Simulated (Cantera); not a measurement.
## Low-pressure radical oxidation in H2/O2

An isothermal, constant-pressure homogeneous reactor starts with H₂ : O₂ = 0.2 : 1 (molar parts), at 900 K and 0.975 Torr.

Computed with Cantera and GRI-Mech 3.0 (53 species, 325 reactions). Radical loss at walls, strong at low pressure, is not modelled. Below about 950 K walls govern HO2 and H2O2 in real vessels. The temperature is held fixed by assumption; the heat of reaction is taken as removed at once.

```csv
t (s),x H₂,x O₂,x H₂O₂,x HO₂,x OH,x H
0.000300,0.167,0.833,<1e-12,1.88e-12,<1e-12,1.82e-12
0.000823,0.167,0.833,<1e-12,5.16e-12,<1e-12,4.90e-12
0.00226,0.167,0.833,<1e-12,1.42e-11,1.61e-12,1.44e-11
0.00620,0.167,0.833,<1e-12,3.91e-11,9.25e-12,6.49e-11
0.0170,0.167,0.833,<1e-12,1.13e-10,2.19e-10,1.43e-9
0.0468,0.167,0.833,3.79e-12,2.21e-8,7.20e-7,4.70e-6
0.128,0.00820,0.761,1.34e-8,1.68e-6,0.00262,0.0725
0.352,0.00391,0.783,1.40e-8,1.86e-6,0.00189,0.0362
0.967,0.00117,0.810,2.23e-8,1.83e-6,0.00101,0.00527
2.65,0.000118,0.817,2.54e-8,1.03e-6,0.000295,0.000153
7.29,1.02e-5,0.818,1.48e-8,2.71e-7,8.69e-5,3.99e-6
20.0,1.32e-6,0.818,6.61e-9,5.61e-8,3.25e-5,2.08e-7
```
x: mole fraction; the columns are a selection and need not sum to one.

Equilibrium at this temperature and pressure: H₂ 1.79e-11, O₂ 0.818, H₂O₂ 4.04e-12, HO₂ 1.12e-10, OH 1.31e-7, H <1e-12 (gas phase only).
